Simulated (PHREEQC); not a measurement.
**Nickel, zinc or cadmium bath: speciation**

Dissolve 0.012 mol/kgw Ni(NO3)2 and 0.1 mol/kgw H3BO3 at 25 °C. Closed to the air; pH follows from the charge balance.

The numbers come from PHREEQC with the ion-association model, wateq4f.dat.

Each row changes one thing in this solution. No solid was allowed to form.

```csv
case,pH,ionic strength (mol/kgw)
as made,5.10,0.0360
H3BO3 left out,6.03,0.0360
Ni(NO3)2 replaced by Cd(NO3)2 at the same molality,5.11,0.0353
0.013 mol/kgw NaCl added,5.10,0.0486
temperature from 25 to 55 °C,4.99,0.0360
temperature from 25 to 40 °C,5.04,0.0360
Ni(NO3)2 left out,5.12,7.61e-6
```

In wateq4f.dat the enthalpy of Ni(OH)2 has the wrong sign, so its saturation index can't be trusted away from 25 °C. Away from 25 °C the constants follow the database's enthalpies or fits; those with neither stay at their 25 °C values.
